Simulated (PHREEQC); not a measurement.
Solution (25 °C): 1.8 mmol/kgw CaCl2 and 2.8 mmol/kgw MnCl2. Closed to the air; pH follows from the charge balance.

All values are PHREEQC results (ion-association model, wateq4f.dat), not measurements.

```csv
quantity,before,after
pH,6.63,5.96
ionic strength (mol/kgw),0.0137,0.0137
CaOH+ (mol/kgw),8.95e-10,1.86e-10
SI of Portlandite (Ca(OH)2),-12.49,-10.87
```

Task: Which change was made?
A) MnCl2 replaced by CuCl2 at the same molality
B) MnCl2 left out
C) temperature from 25 to 70 °C
D) 0.0046 mol/kgw NH3 added
E) diluted 100-fold with water

Result: C, temperature from 25 to 70 °C

No solid was allowed to form. At this temperature some constants are extrapolated from 25 °C, and those without enthalpy data are left unchanged.
